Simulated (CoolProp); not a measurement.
Fluorine along the isobar 7.12 MPa: Z from the reference equation and from simpler models built on Tc = 144.4 K, pc = 5.240 MPa, ω = 0.045; each cubic takes its own stable root.

The numbers come from the reference Helmholtz-energy equation of state, de Reuck 1990 in CoolProp.

```csv
T (K),phase,reference
142.2,liquid,0.2356
155.2,supercritical,0.4551
168.1,supercritical,0.6632
181.1,supercritical,0.7605
194,supercritical,0.8209
207,supercritical,0.8628
219.9,supercritical,0.8930
232.9,supercritical,0.9159
```

Question: How far does each simpler model (van der Waals, Redlich-Kwong, Soave-Redlich-Kwong, Peng-Robinson) lie from the reference over these 8 states: mean and median of the absolute difference, and the worst?

Answer: 
- van der Waals: mean 8.4 %, median 4.2 %, worst +36.1 % at 142.2 K and 7.12 MPa
- Redlich-Kwong: mean 2.2 %, median 1.0 %, worst +10.5 % at 142.2 K and 7.12 MPa
- Soave-Redlich-Kwong: mean 2.2 %, median 0.8 %, worst +10.3 % at 142.2 K and 7.12 MPa
- Peng-Robinson: mean 2.7 %, median 2.7 %, worst -4.1 % at 168.1 K and 7.12 MPa
